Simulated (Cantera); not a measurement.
Feed: 1 mol FeS, 0.98 mol SO₂, 0.55 mol O₂, at 1548.15 K and 1 atm.

Cantera equilibrium calculation (NASA polynomials, part measured and part estimated; ideal gas, pure solids and liquids). Candidate condensed phases: Fe, FeO, FeS, FeSO₄, FeS₂, Fe₂O₃, Fe₂(SO₄)₃, Fe₃O₄, S; 12 gas species. Metal and sulfide melt together well below either melting point, which pure phases cannot show. Mutual solubility and eutectic melting of coexisting phases are not modelled. The tables' stoichiometric FeO is somewhat more stable than real wüstite, so its field is too wide. FeO, FeS: taken at fixed stoichiometry. Rates play no part.

Base state: SO₂ 0.857, S₂ 0.127, S₂O 0.00977, SO 0.00640, S 2.47e-5 (mole fractions); condensed: FeO(s) + FeS(l).

**Question.** What changes in the equilibrium state with this change: FeS replaced by FeS₂?

**Answer.** 
| species | before | after |
|---|---|---|
| SO₂ | 0.857 | 0.857 |
| S₂ | 0.127 | 0.127 |
| S₂O | 0.00977 | 0.00977 |
| S | 2.47e-5 | 2.47e-5 |
| SO | 0.00640 | 0.00640 |
| FeO(s), mol | 0.622 | 0.0184 |
| FeS(l), mol | 0.378 | 0.982 |
